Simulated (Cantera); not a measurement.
Cantera run, input and output.

```python
import numpy as np
import cantera as ct

gas = ct.Solution("gri30.yaml")
gas.TPX = 1325, 60000, {'CH2O': 0.03, 'O2': 0.029, 'N2': 1, 'H2': 0.049}
reactor = ct.IdealGasConstPressureReactor(gas, energy="off", clone=False)
net = ct.ReactorNet([reactor])
net.rtol, net.atol = 1e-08, 1e-18
show = ['CH2O', 'O2', 'C2H4', 'H', 'HCO', 'HO2', 'CH2']
times = np.geomspace(6e-06, 70, 12)

steps = ct.SolutionArray(gas, extra=["t"])
rows = []
print(f"{'t/s':>10s}{'T/K':>9s}{'P/Pa':>11s}" + "".join(f"{s:>11s}" for s in show))
for t in times:
    while net.time < t:
        t_next = net.step()
        steps.append(gas.state, t=t_next)
    rows.append([np.interp(t, steps.t, y) for y in (steps.T, steps.P, *steps(*show).X.T)])
    print(f"{t:10.3e}{rows[-1][0]:9.1f}{rows[-1][1]:11.4g}" + "".join(f"{x:11.3e}" for x in rows[-1][2:]))
rate = np.gradient(steps.T, steps.t)
print("integrator steps:", len(steps.t))
if steps.T.max() > steps.T[0] + 200:
    print(f"time of steepest temperature rise: {steps.t[rate.argmax()]:.4e} s")
gas.TPX = 1325, 60000, {'CH2O': 0.03, 'O2': 0.029, 'N2': 1, 'H2': 0.049}
gas.equilibrate("TP")
print(f"equilibrium (TP): T = {gas.T:.1f} K  " + "  ".join(f"{s} {gas[s].X[0]:.3e}" for s in show))
```

It prints:

```
       t/s      T/K       P/Pa       CH2O         O2       C2H4          H        HCO        HO2        CH2
 6.000e-06   1325.0      6e+04  2.707e-02  2.617e-02  1.597e-23  3.495e-08  7.098e-08  1.087e-06  1.519e-15
 2.634e-05   1325.0      6e+04  2.707e-02  2.617e-02  1.583e-22  6.725e-08  1.300e-07  5.322e-06  1.544e-14
 1.156e-04   1325.0      6e+04  2.696e-02  2.610e-02  1.187e-19  4.830e-07  8.662e-07  4.281e-05  8.982e-13
 5.076e-04   1325.0      6e+04  1.302e-02  2.089e-02  1.446e-13  2.973e-05  2.479e-05  6.062e-04  5.506e-10
 2.228e-03   1325.0      6e+04  5.859e-10  2.990e-05  1.850e-19  6.872e-03  8.543e-08  9.543e-09  7.913e-14
 9.781e-03   1325.0      6e+04  2.922e-10  6.182e-07  1.894e-18  1.176e-03  3.003e-08  2.439e-10  5.339e-14
 4.294e-02   1325.0      6e+04  1.719e-10  2.455e-08  5.409e-18  2.368e-04  7.428e-09  1.220e-11  8.807e-15
 1.885e-01   1325.0      6e+04  1.412e-10  1.113e-09  7.435e-18  5.025e-05  1.653e-09  5.794e-13  7.095e-16
 8.275e-01   1325.0      6e+04  1.343e-10  5.404e-11  7.761e-18  1.111e-05  3.692e-10  2.302e-14  4.124e-17
 3.632e+00   1325.0      6e+04  1.329e-10  3.264e-12  7.402e-18  2.769e-06  9.224e-11  8.277e-16  2.696e-18
 1.595e+01   1325.0      6e+04  1.325e-10  2.556e-13  6.796e-18  7.859e-07  2.619e-11  3.959e-17  2.392e-19
 7.000e+01   1325.0      6e+04  1.324e-10  6.122e-14  5.855e-18  3.886e-07  1.296e-11  1.059e-17  7.446e-20
integrator steps: 3133
equilibrium (TP): T = 1325.0 K  CH2O 1.324e-10  O2 5.545e-14  C2H4 2.350e-18  H 3.700e-07  HCO 1.233e-11  HO2 9.802e-18  CH2 3.402e-19
```

Detailed kinetics in Cantera: GRI-Mech 3.0 (53 species, 325 reactions). The temperature is held fixed by assumption; the heat of reaction is taken as removed at once.
